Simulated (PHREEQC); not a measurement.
Copper plating or etch bath

Make-up at 25 °C: 0.24 mol Cu(NO3)2, 0.022 mol HCl and 0.1 mol KCl per kg of water. Closed to the air; pH follows from the charge balance.

Model: ion-association model, phreeqc.dat, run in PHREEQC.

Each row changes one thing in this solution. No solid was allowed to form.

```json
[
 {"case": "as made", "pH": "1.78", "ionic strength (mol/kgw)": "0.813", "Cl- (mol/kgw)": "0.107", "SI of Sylvite (KCl)": "-3.29"},
 {"case": "Cu(NO3)2 replaced by Fe(NO3)3 at the same molality", "pH": "1.54", "ionic strength (mol/kgw)": "1.33", "Cl- (mol/kgw)": "0.0544", "SI of Sylvite (KCl)": "-3.62"},
 {"case": "0.058 mol/kgw Cd(NO3)2 added", "pH": "1.78", "ionic strength (mol/kgw)": "0.909", "Cl- (mol/kgw)": "0.0724", "SI of Sylvite (KCl)": "-3.47"},
 {"case": "KCl from 0.1 to 0.5 mol/kgw", "pH": "1.79", "ionic strength (mol/kgw)": "1.14", "Cl- (mol/kgw)": "0.467", "SI of Sylvite (KCl)": "-1.98"}
]
```

The ionic strength passes 0.7 mol/kgw, the rough limit of the ion-association models, in every such run. Some of these states are supersaturated (in Hematite (slow to form), Goethite (slow to form), for instance).
